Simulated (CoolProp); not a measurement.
Vapour-liquid equilibrium of nitrogen (1) + oxygen (2) at 0.0797 MPa; x and y are mole fractions of (1).

Values from CoolProp's multi-fluid Helmholtz-energy mixture model, Span 2000 and Schmidt 1985; pair parameters Gernert 2013.

Problem. Give the bubble temperature and the first vapour's composition at x = 0.35, 0.65, 0.85. Is there an azeotrope?

Solution. x = 0.35: -192.1 °C, y = 0.702; x = 0.65: -195.2 °C, y = 0.888; x = 0.85: -196.8 °C, y = 0.960. No azeotrope shows between x = 0.05 and 0.95.

The pair parameters rest on a limited set of measurements; away from them the model extrapolates.
